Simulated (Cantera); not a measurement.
Source: NASA polynomial tables (part measured, part estimated), evaluated in Cantera. Values are per mole of reaction as written; species without (g) are pure solids or liquids, kept so even where they would boil at 1 bar.

2 Si + O2(g) = 2 SiO(g)

```csv
T (K),ΔH° (kJ),ΔS° (J/K),ΔG° (kJ),log10 K
550,-204.0,172.9,-299.1,28.40
650,-205.4,170.5,-316.2,25.41
750,(withheld),(withheld),(withheld),(withheld)
850,(withheld),(withheld),(withheld),(withheld)
950,-210.0,164.7,-366.5,20.15
1050,-211.7,163.1,-382.9,19.05
1150,-213.4,161.5,-399.1,18.13
1250,(withheld),(withheld),(withheld),(withheld)
1350,-217.0,158.6,-431.1,16.68
```

Complete the blanks.


- 750, ΔH° (kJ): -206.9
- 750, ΔS° (J/K): 168.4
- 750, ΔG° (kJ): -333.2
- 750, log10 K: 23.21
- 850, ΔH° (kJ): -208.4
- 850, ΔS° (J/K): 166.5
- 850, ΔG° (kJ): -349.9
- 850, log10 K: 21.50
- 1250, ΔH° (kJ): -215.2
- 1250, ΔS° (J/K): 160.0
- 1250, ΔG° (kJ): -415.2
- 1250, log10 K: 17.35
